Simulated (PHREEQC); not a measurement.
1 kg of water holding 0.06 mol/kgw K2SO4, 0.03 mol/kgw KHCO3, 0.0073 mol/kgw KCl and 0.028 mol/kgw K2CO3 is evaporated at 30 °C; the solids stay in contact with the brine. No CO2 enters from the air. Solids allowed: Arcanite, Kalicinite, Misenite, Sylvite. Others were left out.

The series has 27 steps of water left (kg), from 1 to 0.006096.

Equilibrium calculation in PHREEQC: Pitzer model, pitzer.dat.

Question: Which solids form, in which order, and at which step of the series does each first stand?

Answer: Arcanite from water left = 0.1156 kg (pH 9.61); Kalicinite from water left = 0.01337 kg (pH 9.93); Sylvite from water left = 0.006096 kg (pH 11.17).

Complexes and solids missing from the database can't appear.
